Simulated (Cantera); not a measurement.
## Thermodynamics of silicon etching in halogen gases, feed Si + HBr + N2

A closed system holds: 1 mol Si, 3 mol HBr, 7.8 mol N2, at 0.0133 bar.

Cantera equilibrium calculation (NASA polynomials, part measured and part estimated; ideal gas, pure solids and liquids). Candidate condensed phases: Br2, Si, Si3N4; 28 gas species. N2 is the only nitrogen source here; it is nearly inert below about 1500 K, so the nitride shown seldom forms there in practice. The tables' values for SiBr3 are old estimates; treat these amounts as uncertain. Kinetics and transport are ignored.

```json
[
 {"T (K)": "700", "x N2": "0.721", "x HBr": "0.221", "x H2": "0.0387", "x SiBr4": "0.0193", "n Si3N4(s)": "0.268"},
 {"T (K)": "750", "x N2": "0.721", "x HBr": "0.223", "x H2": "0.0375", "x SiBr4": "0.0187", "n Si3N4(s)": "0.270"},
 {"T (K)": "800", "x N2": "0.720", "x HBr": "0.225", "x H2": "0.0365", "x SiBr4": "0.0183", "n Si3N4(s)": "0.272"},
 {"T (K)": "850", "x N2": "0.720", "x HBr": "0.226", "x H2": "0.0357", "x SiBr4": "0.0179", "n Si3N4(s)": "0.273"},
 {"T (K)": "900", "x N2": "0.720", "x HBr": "0.228", "x H2": "0.0351", "x SiBr4": "0.0175", "n Si3N4(s)": "0.274"},
 {"T (K)": "950", "x N2": "0.720", "x HBr": "0.229", "x H2": "0.0346", "x SiBr4": "0.0173", "n Si3N4(s)": "0.275"},
 {"T (K)": "1000", "x N2": "0.719", "x HBr": "0.229", "x H2": "0.0341", "x SiBr4": "0.0170", "n Si3N4(s)": "0.276"},
 {"T (K)": "1050", "x N2": "0.719", "x HBr": "0.230", "x H2": "0.0337", "x SiBr4": "0.0168", "n Si3N4(s)": "0.277"},
 {"T (K)": "1100", "x N2": "0.719", "x HBr": "0.231", "x H2": "0.0334", "x SiBr4": "0.0166", "n Si3N4(s)": "0.277"},
 {"T (K)": "1150", "x N2": "0.719", "x HBr": "0.231", "x H2": "0.0332", "x SiBr4": "0.0163", "n Si3N4(s)": "0.277"},
 {"T (K)": "1200", "x N2": "0.718", "x HBr": "0.231", "x H2": "0.0331", "x SiBr4": "0.0158", "n Si3N4(s)": "0.277"},
 {"T (K)": "1250", "x N2": "0.718", "x HBr": "0.230", "x H2": "0.0333", "x SiBr4": "0.0149", "n Si3N4(s)": "0.275"}
]
```
x: gas mole fraction; n: condensed amount in mol.

From 700 K to 1250 K the condensed part is Si3N4(s). The main Si-bearing gas is SiBr4 throughout.
